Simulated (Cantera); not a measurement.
An isothermal, constant-pressure homogeneous reactor starts with 6.25 % NH₃, 93.8 % N₂, at 2323 K and 90.0 Torr.

Cantera simulation using the gas-phase N/H chemistry of the illustrative SiF4/NH3 mechanism in the Surface Chemkin manual (1991); the numbers are that mechanism's predictions, not measurements. Walls and surfaces, which speed up NH3 decomposition in real reactors, are not modelled.

x: mole fraction; the columns are a selection and need not sum to one.

| t (s) | x NH₃ | x H₂ | x N₂ | x N | x NH₂ | x N₂H₄ |
|---|---|---|---|---|---|---|
| 0.000200 | 0.0618 | 0.000353 | 0.937 | 9.30e-8 | 0.000609 | (withheld) |
| 0.000455 | 0.0609 | 0.00115 | 0.937 | 3.81e-7 | 0.00114 | (withheld) |
| 0.00104 | 0.0586 | 0.00422 | 0.936 | 1.36e-6 | 0.00130 | (withheld) |
| 0.00236 | 0.0535 | 0.0116 | 0.934 | 3.23e-6 | 0.00103 | (withheld) |
| 0.00537 | 0.0437 | 0.0258 | 0.930 | 5.73e-6 | 0.000756 | (withheld) |
| 0.0122 | 0.0278 | 0.0484 | 0.923 | 7.64e-6 | 0.000488 | (withheld) |
| 0.0278 | 0.0104 | 0.0730 | 0.916 | 8.06e-6 | 0.000228 | 3.06e-10 |
| 0.0632 | 0.00121 | 0.0859 | 0.912 | 6.84e-6 | 4.84e-5 | 1.38e-11 |
| 0.144 | 1.43e-5 | 0.0864 | 0.910 | 2.34e-6 | 1.74e-6 | <1e-12 |
| 0.328 | 2.97e-7 | 0.0844 | 0.909 | 5.01e-7 | 7.83e-8 | <1e-12 |
| 0.746 | 5.05e-8 | 0.0833 | 0.908 | 1.89e-7 | 1.74e-8 | <1e-12 |
| 1.70 | 3.55e-8 | 0.0833 | 0.908 | 1.39e-7 | 1.24e-8 | <1e-12 |
| 3.86 | 3.49e-8 | 0.0833 | 0.908 | 1.37e-7 | 1.22e-8 | <1e-12 |
| 8.79 | 3.49e-8 | 0.0833 | 0.908 | 1.37e-7 | 1.22e-8 | <1e-12 |
| 20.0 | 3.49e-8 | 0.0833 | 0.908 | 1.37e-7 | 1.22e-8 | <1e-12 |

Task: Some entries are withheld; supply them.

Result: 
- 0.000200, x N₂H₄: 2.18e-9
- 0.000455, x N₂H₄: 7.62e-9
- 0.00104, x N₂H₄: 9.91e-9
- 0.00236, x N₂H₄: 6.27e-9
- 0.00537, x N₂H₄: 3.37e-9
- 0.0122, x N₂H₄: 1.40e-9
